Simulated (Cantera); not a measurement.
Input (Python, Cantera) and output of one run.

```python
import numpy as np
import cantera as ct

gas_names = """
    H H2 Si SiH SiH2 SiH3 SiH4 Si2 Si3
""".split()
cond_names = """
    Si(cr) Si(L)
""".split()


# ... load() reads the species with a 1 bar reference pressure and builds the phases ...
atoms = {
    'Si': {'Si': 1},
    'H2': {'H': 2},
}
top_T = {}  # K; cautious upper limits of use, not melting points


# ... equilibrate(T, P, feed) seeds the gas with the atoms and calls Mixture.equilibrate('TP', solver="vcs", rtol=1e-11, max_steps=5000) ...
results = []
feed = {'Si': 1, 'H2': 1.1}  # mol
P = 14000  # Pa
for T in [500, 600, 700, 800, 900, 1000, 1100, 1200, 1300, 1400, 1500, 1600, 1700]:
    mix = equilibrate(T, P, feed)
    results.append((T, P, feed, dict(zip(mix.species_names, mix.species_moles))))
    x = sorted(zip(gas.X, gas.species_names), reverse=True)
    print(f"T = {T:g} K  P = {P:g} Pa  gas = {mix.phase_moles(0):.4g} mol")
    print("   x: " + "  ".join(f"{s} {v:.3e}" for v, s in x if v > 0.0001))
    print("   condensed (mol): " + ("  ".join(f"{mix.phase(i).name} {mix.phase_moles(i):.4g}"
          for i in range(1, mix.n_phases) if mix.phase_moles(i) > 1e-12) or "none"))
```

Output:

```
T = 500 K  P = 14000 Pa  gas = 1.1 mol
   x: H2 1.000e+00
   condensed (mol): Si(cr) 1
T = 600 K  P = 14000 Pa  gas = 1.1 mol
   x: H2 1.000e+00
   condensed (mol): Si(cr) 1
T = 700 K  P = 14000 Pa  gas = 1.1 mol
   x: H2 1.000e+00
   condensed (mol): Si(cr) 1
T = 800 K  P = 14000 Pa  gas = 1.1 mol
   x: H2 1.000e+00
   condensed (mol): Si(cr) 1
T = 900 K  P = 14000 Pa  gas = 1.1 mol
   x: H2 1.000e+00
   condensed (mol): Si(cr) 1
T = 1000 K  P = 14000 Pa  gas = 1.1 mol
   x: H2 1.000e+00
   condensed (mol): Si(cr) 1
T = 1100 K  P = 14000 Pa  gas = 1.1 mol
   x: H2 1.000e+00
   condensed (mol): Si(cr) 1
T = 1200 K  P = 14000 Pa  gas = 1.1 mol
   x: H2 1.000e+00
   condensed (mol): Si(cr) 1
T = 1300 K  P = 14000 Pa  gas = 1.1 mol
   x: H2 1.000e+00
   condensed (mol): Si(cr) 1
T = 1400 K  P = 14000 Pa  gas = 1.1 mol
   x: H2 1.000e+00
   condensed (mol): Si(cr) 1
T = 1500 K  P = 14000 Pa  gas = 1.1 mol
   x: H2 1.000e+00
   condensed (mol): Si(cr) 1
T = 1600 K  P = 14000 Pa  gas = 1.1 mol
   x: H2 9.998e-01  H 1.453e-04
   condensed (mol): Si(cr) 1
T = 1700 K  P = 14000 Pa  gas = 1.1 mol
   x: H2 9.996e-01  H 3.937e-04
   condensed (mol): Si(L) 1
```

Method: chemical equilibrium by Gibbs-energy minimisation in Cantera with the NASA 1993 tables (ideal gas, pure condensed phases). Gases not in the tables: Si2H6 and higher silanes.
